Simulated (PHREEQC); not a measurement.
Solution (20 °C): 91 mmol/kgw NaOH and 0.26 mmol/kgw NaAlO2. Closed to the air; pH follows from the charge balance.

All values are PHREEQC results (ion-association model, phreeqc.dat), not measurements.

Each row changes one thing in this solution. This is a speciation only: nothing precipitates in the calculation.

```tsv
case	pH	ionic strength (mol/kgw)	SI of Gibbsite (Al(OH)3)
as made	13.01	0.0913	-1.90
NaAlO2 from 0.00026 to 0.0026 mol/kgw	13.01	0.0936	-0.90
NaAlO2 from 0.00026 to 0.00039 mol/kgw	13.01	0.0914	-1.72
0.055 mol/kgw Na2SO4 added	12.97	0.234	-1.89
NaOH left out	8.19	0.000260	___
0.18 mol/kgw Na2SO4 added	12.93	0.527	-1.89
NaAlO2 from 0.00026 to 0.000234 mol/kgw	13.01	0.0912	-1.95
diluted 10-fold with water	___	0.00913	-1.91
```

Problem. Fill in the missing entries.

Solution. 
- NaOH left out, SI of Gibbsite (Al(OH)3): +3.02
- diluted 10-fold with water, pH: 12.08

Some of these states are supersaturated (in Al(OH)3(a), Gibbsite (slow to form), for instance).
